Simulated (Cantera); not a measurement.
An isothermal, constant-pressure homogeneous reactor starts with 53.2 % NO, 46.8 % N₂, at 1875 K and 1.88 atm.

Computed with Cantera and GRI-Mech 3.0 (53 species, 325 reactions).

x: mole fraction; the columns are a selection and need not sum to one.

| t (s) | x NO | x O₂ | x N₂ | x O | x NO₂ |
|---|---|---|---|---|---|
| 0.000400 | 0.532 | 6.40e-6 | 0.468 | 6.85e-6 | 0.000105 |
| 0.00101 | 0.531 | 6.97e-5 | 0.468 | 1.30e-5 | 0.000229 |
| 0.00256 | 0.530 | 0.000410 | 0.469 | 1.61e-5 | 0.000293 |
| 0.00649 | 0.529 | 0.00137 | 0.470 | 1.71e-5 | 0.000311 |
| 0.0164 | 0.524 | 0.00378 | 0.472 | 1.92e-5 | 0.000348 |
| 0.0416 | 0.512 | 0.00976 | 0.478 | 2.34e-5 | 0.000422 |
| 0.105 | 0.483 | 0.0241 | 0.493 | 3.14e-5 | 0.000540 |
| 0.266 | 0.420 | 0.0552 | 0.524 | 4.38e-5 | 0.000666 |
| 0.674 | 0.310 | 0.110 | 0.579 | 5.98e-5 | 0.000676 |
| 1.71 | [?] | [?] | 0.648 | [?] | [?] |
| 4.32 | [?] | [?] | 0.701 | 8.49e-5 | [?] |
| 10.9 | 0.0192 | 0.256 | 0.724 | 8.89e-5 | 6.29e-5 |
| 27.7 | 0.00721 | 0.262 | 0.730 | 8.99e-5 | 2.39e-5 |
| 70.0 | 0.00576 | 0.263 | 0.731 | 9.00e-5 | 1.92e-5 |

Problem. What belongs in the gaps?

Solution. 
- 1.71, x NO: 0.172
- 1.71, x O₂: 0.179
- 1.71, x O: 7.50e-5
- 1.71, x NO₂: 0.000475
- 4.32, x NO: 0.0663
- 4.32, x O₂: 0.233
- 4.32, x NO₂: 0.000207
